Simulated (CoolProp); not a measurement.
The fluid at 293.15 K and 0.245 MPa (gas) is heated at constant pressure to 452.1 K. The same conditions are run with several fluids, on thermodynamics alone (safety and materials aside).

Computed with CoolProp (reference Helmholtz-energy equation of state of each fluid (methane: Setzmann 1991; nitrogen: Span 2000; R410A: Lemmon 2003; ammonia: Gao 2020)). Blends and air are pseudo-pure fits.

Task: Rank methane, nitrogen, R410A, ammonia by heat (kJ/kg), highest first.

Result: methane (390), ammonia (365), nitrogen (166), R410A (149)

```csv
fluid,final density (kg/m³)
methane,1.05
nitrogen,1.82
R410A,4.76
ammonia,1.12
```
